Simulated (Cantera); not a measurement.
Input: 1 mol Si, 0.25 mol CO2, 500 mol H2, 1.2 mol N2O, held at 1200 °C and 1.50e-6 bar.

Method: chemical equilibrium by Gibbs-energy minimisation in Cantera with the NASA 1993 tables (ideal gas, pure condensed phases). Candidate condensed phases: C, C6H6, C7H8, C8H18, H2O, Si, SiC, SiO2, Si2N2O, Si3N4; 151 gas species. Equilibrium is a limit: real reactors are often held back by kinetics, nucleation or transport.

Question: What is the equilibrium state?

Answer: 
```
Quantity                                    Value
--------------------------------------  ---------
x(H2)                                       0.984
x(H)                                       0.0102
x(N2)                                     0.00238
x(SiO)                                    0.00198
x(H2O)                                   0.000891
x(CO)                                    0.000495
gas amount                              505.0 mol
log10 activity of Si(s) (absent)            -7.59
log10 activity of C(graphite) (absent)      -8.77
```
